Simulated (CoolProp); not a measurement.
Vapour-liquid equilibrium of benzene (1) + n-heptane (2) at 0.516 MPa; x and y are mole fractions of (1).

Computed with CoolProp (multi-fluid Helmholtz-energy mixture model, Thol 2012 and Span 2003; pair parameters Bell 2016).

```csv
x,bubble temperature (K),y at the bubble point,dew temperature at overall composition x (K),liquid density (mol/L)
0.05,436.7,0.079,437.4,5.554
0.2,431.4,0.291,433.7,5.985
0.35,426.9,0.462,429.9,6.463
0.5,423.4,0.602,426.0,6.997
0.65,420.7,0.722,422.3,7.605
0.8,418.8,0.835,419.3,8.308
0.95,417.5,0.955,417.6,9.129
```

No azeotrope shows between x = 0.05 and 0.95.

Pair parameters are fitted to limited data, so mixtures are less certain than the pure fluids.
